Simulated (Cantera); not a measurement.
A closed system holds: 1 mol Cr, 0.16 mol N2O, 1.2 mol N2, at 2498.15 K and 10.0 mbar.

Equilibrium computed with Cantera from the NASA thermochemical tables; the gas is ideal and each condensed phase is pure. Candidate condensed phases: Cr, CrN, Cr2N, Cr2O3; 14 gas species. The numbers say what is thermodynamically allowed, not how fast it happens.

Base state: N2 0.575, Cr 0.360, CrO 0.0598, CrO2 0.00300, O 0.00134, NO 0.000399, O2 8.74e-5 (mole fractions); condensed: gas only.

Question: What changes in the equilibrium state with this change: pressure from 10.0 mbar to 15.0 Pa?

Answer: 
| species | before | after |
|---|---|---|
| N2 | 0.575 | 0.554 |
| Cr | 0.360 | 0.382 |
| O | 0.00134 | 0.0358 |
| CrO | 0.0598 | 0.0253 |
| O2 | 8.74e-5 | 0.000931 |
| N | 2.18e-6 | 1.75e-5 |
| CrO2 | 0.00300 | 0.000509 |

Question: What changes in the equilibrium state with this change: pressure from 10.0 mbar to 2.30 mbar?

Answer: 
```json
[
 {"species": "N2", "before": "0.575", "after": "0.572"},
 {"species": "Cr", "before": "0.360", "after": "0.363"},
 {"species": "CrO", "before": "0.0598", "after": "0.0555"},
 {"species": "O", "before": "0.00134", "after": "0.00537"},
 {"species": "O2", "before": "8.74e-5", "after": "0.000322"},
 {"species": "NO", "before": "0.000399", "after": "0.000765"},
 {"species": "CrO2", "before": "0.00300", "after": "0.00257"}
]
```
